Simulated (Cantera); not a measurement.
Input: 1 mol SiH₄, 1.5 mol O₂, 81 mol N₂, equilibrated at 0.0100 bar.

Method: chemical equilibrium by Gibbs-energy minimisation in Cantera with the NASA 1993 tables (ideal gas, pure condensed phases). Candidate condensed phases: H₂O, Si, SiO₂, Si₂N₂O, Si₃N₄; 35 gas species. The tables hold silica as quartz up to 1696 K and as liquid above; real silica turns to tridymite and cristobalite and melts near 1996 K. The numbers say what is thermodynamically allowed, not how fast it happens.

**Question.** Which condensed phases are stable at each of these points (T (K)): 1425, 1500, 1575, 1650, 1725, 1800, 1875, 1950, 2025, 2100?

**Answer.** 
```
T (K)  condensed phases  Si condensed (%)
-----  ----------------  ----------------
1425     SiO₂(β-quartz)             100.0
1500     SiO₂(β-quartz)             100.0
1575     SiO₂(β-quartz)             100.0
1650     SiO₂(β-quartz)              99.9
1725    SiO₂(condensed)              99.6
1800    SiO₂(condensed)              98.3
1875    SiO₂(condensed)              93.6
1950    SiO₂(condensed)              81.8
2025            SiO₂(l)              60.6
2100            SiO₂(l)              27.9
```

From 1425 K to 1650 K the condensed part is SiO₂(β-quartz). From 1725 K to 1950 K the condensed part is SiO₂(condensed). From 2025 K to 2100 K the condensed part is SiO₂(l).
